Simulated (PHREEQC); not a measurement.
Solution (25 °C): 0.28 mol HF, 0.00029 mol NaF and 0.00082 mol H2SO4 per kg of water. It is in equilibrium with CO2 at log p = -3.4 (atm). Otherwise closed; pH follows from the charge balance.

Model: ion-association model, wateq4f.dat, run in PHREEQC.

```json
[
 {"quantity": "pH", "before": "1.89", "after": "5.53"},
 {"quantity": "ionic strength (mol/kgw)", "before": "0.0152", "after": "0.280"},
 {"quantity": "HF (mol/kgw)", "before": "0.148", "after": "0.000784"},
 {"quantity": "H2F2 (mol/kgw)", "before": "0.0571", "after": "1.71e-6"},
 {"quantity": "F- (mol/kgw)", "before": "0.00862", "after": "0.278"},
 {"quantity": "HF2- (mol/kgw)", "before": "0.00490", "after": "0.000891"},
 {"quantity": "SI of Mirabilite (Na2SO4:10H2O)", "before": "-9.66", "after": "-10.31"},
 {"quantity": "SI of Nahcolite (NaHCO3)", "before": "-12.38", "after": "-8.85"}
]
```

Q: What was changed between the two runs?
A. HF left out
B. HF replaced by NH4F at the same molality
C. H2SO4 from 0.00082 to 0.00123 mol/kgw
D. temperature from 25 to 60 °C
E. H2SO4 from 0.00082 to 0.00041 mol/kgw

A: B, HF replaced by NH4F at the same molality

Precipitation was switched off in this run.
